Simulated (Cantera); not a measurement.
Charge: 1 mol Si(CH3)4, 0.3 mol CH4, 1000 mol H2, at 1748.15 K and 1.00 bar.

These are equilibrium values from Cantera (NASA tables, ideal gas, pure condensed phases), not measurements of a reactor. Candidate condensed phases: C, C6H6, C7H8, C8H18, Si, SiC; 87 gas species. Kinetics and transport are ignored.

Base state: H2 0.999, CH4 0.000917, H 0.000229, C2H2 (acetylene) 0.000113 (mole fractions); condensed: C(graphite) + SiC(s).

Q: What changes in the equilibrium state with this change: temperature from 1748.15 K to 998.15 K?

A: 
| species | before | after |
|---|---|---|
| H2 | 0.999 | 0.997 |
| CH4 | 0.000917 | 0.00329 |
| H | 0.000229 | 2.16e-9 |
| C2H2 (acetylene) | 0.000113 | <1e-9 |
| C(graphite), mol | 2.14 | 0 |
| SiC(s), mol | 1.000 | 1.000 |
